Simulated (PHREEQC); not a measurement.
## Arsenic or selenium liquor (model solution)

A solution holds 0.0053 mol/kgw H2SeO4 and 0.015 mol/kgw NaHCO3, at 25 °C. Closed to the air; pH follows from the charge balance.

Equilibrium calculation in PHREEQC: ion-association model, wateq4f.dat.

Each row changes one thing in this solution. This is a speciation only: nothing precipitates in the calculation.

```
case                                    pH  ionic strength (mol/kgw)  CO2 (mol/kgw)  HCO3- (mol/kgw)  NaHCO3 (mol/kgw)  HSeO4- (mol/kgw)  SI of Nahcolite (NaHCO3)  SI of Natron (Na2CO3:10H2O)
------------------------------------  ----  ------------------------  -------------  ---------------  ----------------  ----------------  ------------------------  ---------------------------
as made                               5.91                    0.0203         0.0106          0.00437           2.79e-5           1.97e-7                     -3.75                        -9.30
H2SeO4 from 0.0053 to 0.0106 mol/kgw  2.36                (withheld)         0.0150          1.78e-6           1.09e-8           0.00117                     -7.16                       -16.27
NaHCO3 from 0.015 to 0.075 mol/kgw    7.02                    0.0787         0.0107           0.0626           0.00162           1.17e-8                     -1.98                        -5.78
temperature from 25 to 40 °C          5.85                    0.0203         0.0106          0.00437           2.78e-5           3.30e-7                     -3.89                   (withheld)
0.0002 mol/kgw Cs2SO4 added           5.91                    0.0209         0.0106          0.00437           2.78e-5           1.97e-7                     -3.76                        -9.30
diluted 10-fold with water            5.95                   0.00203        0.00106         0.000441           3.37e-7           2.34e-8                     -5.67                       -12.14
```

Task: Some entries are withheld; supply them.

Result: 
- H2SeO4 from 0.0053 to 0.0106 mol/kgw, ionic strength (mol/kgw): 0.0295
- temperature from 25 to 40 °C, SI of Natron (Na2CO3:10H2O): -9.81

Constants without temperature data keep their 25 °C values here.
